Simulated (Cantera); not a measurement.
A perfectly stirred reactor is fed with N2O : O2 = 1 : 0.15 (molar parts), at 0.0290 bar; it is held at 1523 K, and followed from long to short residence time.

Detailed kinetics in Cantera: GRI-Mech 3.0 (53 species, 325 reactions). GRI-Mech 3.0 was tuned for natural gas; its chemistry of N2O as a main component is partial and can be far from experiment. Radical loss at walls, strong at low pressure, is not modelled. The temperature is held fixed by assumption; the heat of reaction is taken as removed at once.

x: mole fraction; the columns are a selection and need not sum to one.

```csv
τ (s),x N2O,x O2,x O,x NO,x NO2,x N2
3.5,0.0747,0.301,8.48e-5,0.140,?,0.484
1.1,0.198,0.274,8.77e-5,0.121,?,0.408
0.36,0.411,0.228,8.86e-5,0.0829,?,0.278
0.11,0.648,0.178,8.89e-5,0.0401,?,0.134
0.037,0.780,0.149,8.89e-5,0.0162,?,0.0544
0.012,0.838,0.137,8.84e-5,0.00563,?,0.0189
0.0038,0.859,0.133,8.70e-5,0.00180,?,0.00611
0.0012,0.866,0.131,8.26e-5,0.000544,?,0.00190
```

Problem. Complete the blanks.

Solution. 
- 3.5, x NO2: 5.40e-5
- 1.1, x NO2: 4.32e-5
- 0.36, x NO2: 2.65e-5
- 0.11, x NO2: 1.08e-5
- 0.037, x NO2: 3.46e-6
- 0.012, x NO2: 7.85e-7
- 0.0038, x NO2: 1.20e-7
- 0.0012, x NO2: 1.34e-8
